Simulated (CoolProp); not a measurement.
Properties of propylene along the isotherm 509 K (Tc = 364.2 K, pc = 45.55 bar, ω = 0.146).

Values from CoolProp's reference Helmholtz-energy equation of state, Lemmon 2013.

```json
[
 {"p (bar)": "1.44", "phase": "gas", "Z": "0.9964", "cp (kJ/(kg K))": "2.295", "cv (kJ/(kg K))": "2.094", "isothermal compressibility (1/MPa)": "6.969", "Prandtl number": "0.748"},
 {"p (bar)": "2.73", "phase": "gas", "Z": "0.9932", "cp (kJ/(kg K))": "…", "cv (kJ/(kg K))": "2.094", "isothermal compressibility (1/MPa)": "3.688", "Prandtl number": "0.746"},
 {"p (bar)": "5.18", "phase": "gas", "Z": "0.9871", "cp (kJ/(kg K))": "2.307", "cv (kJ/(kg K))": "2.096", "isothermal compressibility (1/MPa)": "1.956", "Prandtl number": "0.744"},
 {"p (bar)": "9.81", "phase": "gas", "Z": "0.9756", "cp (kJ/(kg K))": "2.324", "cv (kJ/(kg K))": "…", "isothermal compressibility (1/MPa)": "1.045", "Prandtl number": "…"},
 {"p (bar)": "18.6", "phase": "gas", "Z": "0.9540", "cp (kJ/(kg K))": "2.357", "cv (kJ/(kg K))": "2.105", "isothermal compressibility (1/MPa)": "0.5632", "Prandtl number": "0.747"},
 {"p (bar)": "35.3", "phase": "gas", "Z": "0.9139", "cp (kJ/(kg K))": "2.430", "cv (kJ/(kg K))": "…", "isothermal compressibility (1/MPa)": "0.3091", "Prandtl number": "0.776"},
 {"p (bar)": "66.9", "phase": "supercritical", "Z": "0.8431", "cp (kJ/(kg K))": "2.606", "cv (kJ/(kg K))": "2.140", "isothermal compressibility (1/MPa)": "0.1742", "Prandtl number": "0.884"},
 {"p (bar)": "127", "phase": "supercritical", "Z": "0.7515", "cp (kJ/(kg K))": "2.978", "cv (kJ/(kg K))": "2.175", "isothermal compressibility (1/MPa)": "0.08892", "Prandtl number": "1.18"},
 {"p (bar)": "240", "phase": "supercritical", "Z": "0.8069", "cp (kJ/(kg K))": "3.036", "cv (kJ/(kg K))": "2.190", "isothermal compressibility (1/MPa)": "0.02619", "Prandtl number": "1.49"},
 {"p (bar)": "455", "phase": "supercritical", "Z": "1.137", "cp (kJ/(kg K))": "2.856", "cv (kJ/(kg K))": "2.205", "isothermal compressibility (1/MPa)": "0.007640", "Prandtl number": "…"}
]
```

### Question
Complete the blanks.

### Answer

- 2.73, cp (kJ/(kg K)): 2.299
- 9.81, cv (kJ/(kg K)): 2.099
- 9.81, Prandtl number: 0.743
- 35.3, cv (kJ/(kg K)): 2.117
- 455, Prandtl number: 1.68

Viscosity comes from a separate model (Huber 2003), an estimate that may be off by 10 % or more. Thermal conductivity comes from a separate model (Huber 2003), an estimate that may be off by 10 % or more.
